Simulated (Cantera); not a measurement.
Source: NASA polynomial tables (part measured, part estimated), evaluated in Cantera. Values are per mole of reaction as written; species without (g) are pure solids or liquids, kept so even where they would boil at 1 bar.

C2H2(g) + 4 H(g) → C2H6(g)

```json
[
 {"T (K)": "1125", "ΔH° (kJ)": "-1222.3", "ΔS° (J/K)": "-499.9", "ΔG° (kJ)": "-659.9", "log10 K": "30.64"},
 {"T (K)": "1175", "ΔH° (kJ)": "-1223.5", "ΔS° (J/K)": "-500.9", "ΔG° (kJ)": "-634.9", "log10 K": "28.23"},
 {"T (K)": "1225", "ΔH° (kJ)": "-1224.5", "ΔS° (J/K)": "-501.8", "ΔG° (kJ)": "-609.9", "log10 K": "26.00"},
 {"T (K)": "1275", "ΔH° (kJ)": "[?]", "ΔS° (J/K)": "[?]", "ΔG° (kJ)": "[?]", "log10 K": "[?]"},
 {"T (K)": "1325", "ΔH° (kJ)": "-1226.5", "ΔS° (J/K)": "-503.3", "ΔG° (kJ)": "-559.6", "log10 K": "22.06"},
 {"T (K)": "1375", "ΔH° (kJ)": "-1227.3", "ΔS° (J/K)": "-504.0", "ΔG° (kJ)": "-534.4", "log10 K": "20.30"},
 {"T (K)": "1425", "ΔH° (kJ)": "[?]", "ΔS° (J/K)": "[?]", "ΔG° (kJ)": "[?]", "log10 K": "[?]"},
 {"T (K)": "1475", "ΔH° (kJ)": "-1228.9", "ΔS° (J/K)": "-505.0", "ΔG° (kJ)": "-484.0", "log10 K": "17.14"},
 {"T (K)": "1525", "ΔH° (kJ)": "-1229.6", "ΔS° (J/K)": "-505.5", "ΔG° (kJ)": "-458.7", "log10 K": "15.71"},
 {"T (K)": "1575", "ΔH° (kJ)": "[?]", "ΔS° (J/K)": "[?]", "ΔG° (kJ)": "[?]", "log10 K": "[?]"},
 {"T (K)": "1625", "ΔH° (kJ)": "[?]", "ΔS° (J/K)": "[?]", "ΔG° (kJ)": "[?]", "log10 K": "[?]"}
]
```

Problem. Fill in the missing entries.

Solution. 
- 1275, ΔH° (kJ): -1225.5
- 1275, ΔS° (J/K): -502.6
- 1275, ΔG° (kJ): -584.7
- 1275, log10 K: 23.96
- 1425, ΔH° (kJ): -1228.2
- 1425, ΔS° (J/K): -504.5
- 1425, ΔG° (kJ): -509.2
- 1425, log10 K: 18.66
- 1575, ΔH° (kJ): -1230.2
- 1575, ΔS° (J/K): -505.9
- 1575, ΔG° (kJ): -433.4
- 1575, log10 K: 14.37
- 1625, ΔH° (kJ): -1230.8
- 1625, ΔS° (J/K): -506.3
- 1625, ΔG° (kJ): -408.1
- 1625, log10 K: 13.12
